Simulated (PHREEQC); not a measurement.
**Brine (model solution)**

Make-up at 25 °C: 0.16 mol/kgw KCl and 0.001 mol/kgw K2SO4. Closed to the air; pH follows from the charge balance.

Equilibrium calculation in PHREEQC: ion-association model, phreeqc.dat.

```
Quantity                      Value
--------------------  -------------
ionic strength        0.163 mol/kgw
specific conductance    19400 µS/cm
density                 1.005 g/cm³
```

```
species  molality  activity   log γ
-------  --------  --------  ------
K+          0.162     0.118  -0.138
Cl-         0.160     0.117  -0.136
SO4-2    0.000744  0.000235  -0.501
KSO4-    0.000256  0.000194  -0.120
OH-       1.33e-7   9.62e-8  -0.140
H+        1.30e-7   1.05e-7  -0.094
HSO4-     3.16e-9   2.39e-9  -0.122
```

No solid was allowed to form. Complexes and solids missing from the database can't appear.
